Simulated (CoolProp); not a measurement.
Carbonyl sulfide along the isobar 9.25 MPa: Z from the reference equation and from simpler models built on Tc = 105.6 °C, pc = 6.369 MPa, ω = 0.098; each cubic takes its own stable root.

The numbers come from the reference Helmholtz-energy equation of state, Lemmon 2006 in CoolProp. It is a short technical equation, of lower accuracy than the large ones.

```json
[
 {"T (°C)": "-10.85", "phase": "liquid", "reference": "0.2306", "Soave-Redlich-Kwong": "0.2428", "Peng-Robinson": "0.2152"},
 {"T (°C)": "9.05", "phase": "liquid", "reference": "0.2236", "Soave-Redlich-Kwong": "0.2367", "Peng-Robinson": "0.2096"},
 {"T (°C)": "28.95", "phase": "liquid", "reference": "0.2191", "Soave-Redlich-Kwong": "0.2338", "Peng-Robinson": "0.2071"},
 {"T (°C)": "48.85", "phase": "liquid", "reference": "0.2175", "Soave-Redlich-Kwong": "0.2348", "Peng-Robinson": "0.2082"},
 {"T (°C)": "68.75", "phase": "liquid", "reference": "0.2195", "Soave-Redlich-Kwong": "0.2410", "Peng-Robinson": "0.2142"},
 {"T (°C)": "88.65", "phase": "liquid", "reference": "0.2275", "Soave-Redlich-Kwong": "0.2557", "Peng-Robinson": "0.2284"},
 {"T (°C)": "108.45", "phase": "supercritical", "reference": "0.2490", "Soave-Redlich-Kwong": "0.2896", "Peng-Robinson": "0.2618"},
 {"T (°C)": "128.35", "phase": "supercritical", "reference": "0.3438", "Soave-Redlich-Kwong": "0.3929", "Peng-Robinson": "0.3656"},
 {"T (°C)": "148.25", "phase": "supercritical", "reference": "0.5312", "Soave-Redlich-Kwong": "0.5574", "Peng-Robinson": "0.5256"},
 {"T (°C)": "168.15", "phase": "supercritical", "reference": "0.6374", "Soave-Redlich-Kwong": "0.6576", "Peng-Robinson": "0.6244"},
 {"T (°C)": "188.05", "phase": "supercritical", "reference": "0.7068", "Soave-Redlich-Kwong": "0.7246", "Peng-Robinson": "0.6915"}
]
```
